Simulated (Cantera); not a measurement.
Charge: 1 mol C₂F₆, 0.77 mol H₂, at 2925 °C and 6.00 Pa.

Equilibrium computed with Cantera from the NASA thermochemical tables; the gas is ideal and each condensed phase is pure. Candidate condensed phases: C, C₆H₆, C₇H₈, C₈H₁₈; 95 gas species. The feed counts by its element totals alone. The numbers say what is thermodynamically allowed, not how fast it happens.

Base state: F 0.631, C 0.192, H 0.156, HF 0.00874, C₂ 0.00597, CF 0.00416, C₃ 0.00219, H₂ 1.88e-5 (mole fractions); condensed: gas only.

Problem. What changes in the equilibrium state with this change: temperature from 2925 °C to 1875 °C?

Solution. 
```tsv
species	before	after
F	0.631	0.670
HF	0.00874	0.270
CF₂	2.24e-6	0.0530
C	0.192	9.90e-6
H	0.156	8.42e-5
CF₄	<1e-9	0.000139
CF₃	<1e-9	0.000107
C₂	0.00597	1.19e-6
H₂	1.88e-5	2.45e-8
C₃	0.00219	1.37e-5
C(graphite), mol	0	1.66
```
